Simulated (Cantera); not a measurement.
An isothermal, constant-pressure homogeneous reactor starts with CH4 : H2 = 0.0036 : 1 (molar parts), at 1575 K and 48.8 Torr. Integrator tolerance rtol = 1e-08.

Computed with Cantera and GRI-Mech 3.0 (53 species, 325 reactions). GRI-Mech 3.0 stops at C3 and has no aromatics, soot or wall deposition, so with more carbon than oxygen in the feed, carbon stays in small species such as C2H2 where larger ones or solid carbon would form.

Q: What does this change do: temperature 1575 to 2700 K?

A: 
```csv
quantity,before,after
x(CH4) at 40.0 s,0.00184 (gas-phase equilibrium 0.000921),1.31e-6 (gas-phase equilibrium 1.32e-6)
x(H2) at 40.0 s,0.997 (gas-phase equilibrium 0.998),0.798 (gas-phase equilibrium 0.798)
x(C2H6) at 40.0 s,8.85e-9 (gas-phase equilibrium 3.82e-9),<1e-12 (gas-phase equilibrium <1e-12)
x(H) at 40.0 s,0.000163 (gas-phase equilibrium 0.000164),0.201 (gas-phase equilibrium 0.201)
x(CH2) at 40.0 s,9.02e-10 (gas-phase equilibrium 4.58e-10),2.41e-6 (gas-phase equilibrium 2.44e-6)
x(C2H4) at 40.0 s,7.79e-6 (gas-phase equilibrium 1.18e-5),3.03e-8 (gas-phase equilibrium 3.03e-8)
```
